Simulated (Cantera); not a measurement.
**SiHCl3 + C2H2 + H2 (silicon carbide growth)**

Input: 1 mol SiHCl3, 1.4 mol C2H2, 3.3 mol H2, at 0.133 bar.

Cantera equilibrium calculation (NASA polynomials, part measured and part estimated; ideal gas, pure solids and liquids). Candidate condensed phases: C, C6H6, C7H8, C8H18, Si, SiC; 109 gas species. The tables' values for SiCl3 are old estimates; treat these amounts as uncertain. Rates play no part.

```csv
T (K),x H2,x HCl,x SiCl4,x SiCl2,n C(graphite),n SiC(s)
998,0.777,0.121,0.0900,1.22e-5,2.33,0.427
1048,0.756,0.156,0.0796,3.49e-5,2.29,0.483
1098,0.731,0.194,0.0685,8.91e-5,2.24,0.545
1148,0.704,0.233,0.0573,0.000205,2.18,0.609
1198,0.677,0.271,0.0462,0.000427,2.12,0.674
1248,0.651,0.307,0.0357,0.000813,2.06,0.734
1298,0.628,0.339,0.0264,0.00142,2.01,0.788
1348,0.610,0.365,0.0186,0.00230,1.97,0.832
1398,0.595,0.384,0.0125,0.00347,1.93,0.865
1448,0.585,0.398,0.00808,0.00491,1.91,0.885
1498,0.579,0.406,0.00508,0.00659,1.90,0.896
1548,0.575,0.410,0.00315,0.00849,1.90,0.898
```
x: gas mole fraction; n: condensed amount in mol.

From 998 K to 1548 K the condensed part is C(graphite) + SiC(s). The main Si-bearing gas is SiCl4 at 998 K and SiCl2 at 1548 K. The share of Si in condensed phases is highest at 1548 K (89.8 %) and lowest at 998 K (42.7 %).
